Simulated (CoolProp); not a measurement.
Saturation properties of hydrogen chloride.

The numbers come from the reference Helmholtz-energy equation of state, Thol 2018 in CoolProp.

```csv
T (K),p (MPa),vapour density (kg/m³),enthalpy of vaporisation (kJ/kg)
206.9,(withheld),5.930,422.5
216.7,0.4058,8.876,410.1
226.6,0.6017,12.89,396.5
236.4,(withheld),(withheld),381.9
246.2,1.190,24.98,365.8
256,(withheld),33.78,(withheld)
265.9,2.132,45.24,327.9
275.7,2.766,59.91,305.4
285.5,(withheld),79.15,279.3
295.4,4.451,(withheld),(withheld)
```

Task: Some entries are withheld; supply them.

Result: 
- 206.9, p (MPa): 0.2640
- 236.4, p (MPa): 0.8587
- 236.4, vapour density (kg/m³): 18.15
- 256, p (MPa): 1.608
- 256, enthalpy of vaporisation (kJ/kg): 348.0
- 285.5, p (MPa): 3.529
- 295.4, vapour density (kg/m³): 105.4
- 295.4, enthalpy of vaporisation (kJ/kg): 247.8

It boils at 188.2 K under 1 atm.
